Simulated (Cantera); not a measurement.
Input: 1 mol Ti, 0.16 mol H2O, at 2075 K and 700 Pa.

Cantera equilibrium calculation (NASA polynomials, part measured and part estimated; ideal gas, pure solids and liquids). Candidate condensed phases: H2O, Ti, TiO, TiO2, Ti2O3, Ti3O5, Ti4O7; 12 gas species. Each liquid is taken as pure. Mutual solubility and eutectic melting of coexisting phases are not modelled. TiO: taken at fixed stoichiometry. Condensed phases not in the tables: N, O or C dissolved in the metal. Rates play no part.

Base state: H2 0.965, H 0.0313, Ti 0.00367, TiO 0.000314 (mole fractions); condensed: Ti(l) + TiO(l).

**Question.** What changes in the equilibrium state with this change: temperature from 2075 K to 1023.15 K?

**Answer.** 
```
species        before    after
-----------  --------  -------
H2              0.965     1.00
H              0.0313  4.97e-8
Ti            0.00367    <1e-9
TiO          0.000314    <1e-9
Ti(l), mol      0.839        0
TiO(l), mol     0.160        0
Ti(α), mol          0    0.840
TiO(s), mol         0    0.160
```
